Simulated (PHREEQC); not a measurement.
Dissolve 4.5 mmol/kgw FeSO4, 2.3 mmol/kgw MgSO4, 42 mmol/kgw H2SO4 and 27 mmol/kgw Na2SO4 at 25 °C. It is in equilibrium with CO2 at log p = -2 (atm). Otherwise closed; pH follows from the charge balance.

Model: ion-association model, phreeqc.dat, run in PHREEQC.

Each row changes one thing in this solution. This is a speciation only: nothing precipitates in the calculation.

```json
[
 {"case": "as made", "pH": "1.47", "ionic strength (mol/kgw)": "0.134", "HSO4- (mol/kgw)": "0.0417", "SO4-2 (mol/kgw)": "0.0286", "Mg+2 (mol/kgw)": "0.00126", "MgSO4 (mol/kgw)": "0.00104"},
 {"case": "temperature from 25 to 50 °C", "pH": "1.54", "ionic strength (mol/kgw)": "…", "HSO4- (mol/kgw)": "0.0484", "SO4-2 (mol/kgw)": "0.0219", "Mg+2 (mol/kgw)": "0.00108", "MgSO4 (mol/kgw)": "0.00122"},
 {"case": "FeSO4 replaced by Al2(SO4)3 at the same molality", "pH": "1.47", "ionic strength (mol/kgw)": "…", "HSO4- (mol/kgw)": "0.0421", "SO4-2 (mol/kgw)": "0.0292", "Mg+2 (mol/kgw)": "0.00126", "MgSO4 (mol/kgw)": "0.00104"},
 {"case": "FeSO4 from 0.0045 to 0.0225 mol/kgw", "pH": "1.51", "ionic strength (mol/kgw)": "0.167", "HSO4- (mol/kgw)": "0.0439", "SO4-2 (mol/kgw)": "…", "Mg+2 (mol/kgw)": "0.00121", "MgSO4 (mol/kgw)": "0.00109"},
 {"case": "Na2SO4 left out", "pH": "1.36", "ionic strength (mol/kgw)": "0.0801", "HSO4- (mol/kgw)": "0.0315", "SO4-2 (mol/kgw)": "0.0148", "Mg+2 (mol/kgw)": "0.00145", "MgSO4 (mol/kgw)": "0.000850"},
 {"case": "temperature from 25 to 65 °C", "pH": "1.60", "ionic strength (mol/kgw)": "0.112", "HSO4- (mol/kgw)": "0.0523", "SO4-2 (mol/kgw)": "0.0181", "Mg+2 (mol/kgw)": "0.00102", "MgSO4 (mol/kgw)": "0.00128"}
]
```

Problem. Fill in the missing entries.

Solution. 
- temperature from 25 to 50 °C, ionic strength (mol/kgw): 0.120
- FeSO4 replaced by Al2(SO4)3 at the same molality, ionic strength (mol/kgw): 0.138
- FeSO4 from 0.0045 to 0.0225 mol/kgw, SO4-2 (mol/kgw): 0.0357

Constants without temperature data keep their 25 °C values here.
